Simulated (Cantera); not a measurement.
Equilibrium for silicon carbide growth: SiH₄ + HCl + H₂ + C₂H₂

Input: 1 mol SiH₄, 0.64 mol HCl, 140 mol H₂, 0.4 mol C₂H₂, held at 0.133 bar.

Equilibrium computed with Cantera from the NASA thermochemical tables; the gas is ideal and each condensed phase is pure. Candidate condensed phases: C, C₆H₆, C₇H₈, C₈H₁₈, Si, SiC; 109 gas species. Mutual solubility and eutectic melting of coexisting phases are not modelled. The tables' values for SiCl are old estimates; treat these amounts as uncertain. Gases not in the tables: Si₂H₆ and higher silanes. Equilibrium is a limit: real reactors are often held back by kinetics, nucleation or transport.

From 1225 K to 1675 K the condensed part is Si(s) + SiC(s). From 1825 K to 1975 K the condensed part is Si(l) + SiC(s). At 2125 K the condensed part is SiC(s). The main Si-bearing gas is SiCl₂ at 1225 K and Si at 2125 K.

| T (K) | log p H₂ | log p H | log p HCl | log p Si | n Si(s) | n SiC(s) | n Si(l) |
|---|---|---|---|---|---|---|---|
| 1225 | -0.88 | -6.94 | -3.24 | -11.46 | 0.192 | 0.800 | 0 |
| 1375 | -0.88 | -5.90 | -3.24 | -9.39 | 0.192 | 0.800 | 0 |
| 1525 | -0.88 | -5.06 | -3.24 | -7.72 | 0.191 | 0.800 | 0 |
| 1675 | -0.88 | -4.37 | -3.24 | -6.36 | 0.188 | 0.800 | 0 |
| 1825 | -0.88 | -3.79 | -3.24 | -5.34 | 0 | 0.800 | 0.180 |
| 1975 | -0.88 | -3.30 | -3.24 | -4.49 | 0 | 0.798 | 0.134 |
| 2125 | -0.88 | -2.88 | -3.24 | -3.88 | 0 | 0.787 | 0 |
log p: log10 of the partial pressure in bar; n: condensed amount in mol.
